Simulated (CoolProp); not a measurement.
Saturated liquid density (kg/m³) of carbonyl sulfide: the reference equation beside estimates from Tc = 378.8 K, pc = 6.369 MPa, ω = 0.098. Rackett uses Z = 0.29056 − 0.08775 ω.

The numbers come from the reference Helmholtz-energy equation of state, Lemmon 2006 in CoolProp. It is a short technical equation, of lower accuracy than the large ones.

```csv
T (K),reference,Rackett,Redlich-Kwong,Soave-Redlich-Kwong,Peng-Robinson
253.4,1106,?,1038,1045,1182
266,1076,1055,1003,1012,1146
278.6,1044,1024,965.7,976.2,1106
291.3,1010,990.9,925.2,?,1062
303.9,973.2,955.6,881.6,?,1014
316.5,933.1,917.4,?,?,960.3
329.1,?,875.0,780.6,793.8,899.3
341.7,837.3,?,720.2,732.9,828.5
```

### Question
Some entries are withheld; supply them.

### Answer

- 253.4, Rackett: 1084
- 291.3, Soave-Redlich-Kwong: 937.0
- 303.9, Soave-Redlich-Kwong: 894.2
- 316.5, Redlich-Kwong: 833.8
- 316.5, Soave-Redlich-Kwong: 846.9
- 329.1, reference: 888.5
- 341.7, Rackett: 826.7

Absolute difference from the reference over all 8 rows, mean and median: Rackett 1.8 and 1.8 %, Redlich-Kwong 9.4 and 8.9 %, Soave-Redlich-Kwong 8.2 and 7.7 %, Peng-Robinson 4.2 and 4.7 %.
